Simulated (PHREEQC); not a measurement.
Dissolve 0.13 mol/kgw NH4HF2, 0.02 mol/kgw H2SiF6 and 0.00032 mol/kgw HCl at 80 °C. Closed to the air; pH follows from the charge balance.

Computed with PHREEQC (ion-association model, phreeqc.dat).

This is a speciation only: nothing precipitates in the calculation.

### Question
Predict the pH, density.

### Answer
pH 3.11; density 0.976 g/cm³.

### Question
In which forms is F present?

### Answer
HF 36 %, SiF6-2 32 %, HF2- 18 %, F- 15 % of the F.

Complexes and solids missing from the database can't appear. Away from 25 °C the constants follow the database's enthalpies or fits; those with neither stay at their 25 °C values. SiF6-2 is the database's only silicon fluoride.
